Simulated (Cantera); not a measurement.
Input: 1 mol SiH2Cl2, 2.8 mol O3, equilibrated at 660 Pa.

Method: chemical equilibrium by Gibbs-energy minimisation in Cantera with the NASA 1993 tables (ideal gas, pure condensed phases). Candidate condensed phases: H2O, Si, SiO2; 30 gas species. The tables hold silica as quartz up to 1696 K and as liquid above; real silica turns to tridymite and cristobalite and melts near 1996 K. Equilibrium is a limit: real reactors are often held back by kinetics, nucleation or transport.

x: gas mole fraction; n: condensed amount in mol.

| T (°C) | x O2 | x HCl | x Cl | x H2O | x Cl2 | n SiO2(β-quartz) |
|---|---|---|---|---|---|---|
| 877 | 0.608 | 0.327 | 0.00571 | 0.0315 | 0.0286 | 1.00 |
| 927 | 0.607 | 0.330 | 0.00911 | 0.0291 | 0.0245 | 1.00 |
| 977 | 0.606 | 0.332 | 0.0138 | 0.0275 | 0.0206 | 1.00 |
| 1027 | 0.604 | 0.332 | 0.0199 | 0.0269 | 0.0169 | 1.00 |
| 1077 | 0.602 | 0.330 | ___ | 0.0271 | ___ | 1.00 |
| 1127 | 0.599 | 0.327 | 0.0357 | 0.0283 | 0.0104 | 1.00 |
| 1177 | 0.596 | 0.321 | ___ | 0.0303 | ___ | 1.00 |
| 1227 | 0.592 | 0.314 | 0.0548 | 0.0331 | 0.00580 | 1.00 |
| 1277 | 0.588 | 0.306 | 0.0649 | 0.0366 | 0.00425 | 1.00 |
| 1327 | 0.584 | 0.296 | 0.0753 | 0.0406 | 0.00310 | 1.00 |
| 1377 | 0.580 | 0.286 | 0.0859 | 0.0449 | 0.00227 | 1.00 |

Some entries are withheld; supply them.


- 1077, x Cl: 0.0272
- 1077, x Cl2: 0.0135
- 1177, x Cl: 0.0450
- 1177, x Cl2: 0.00785
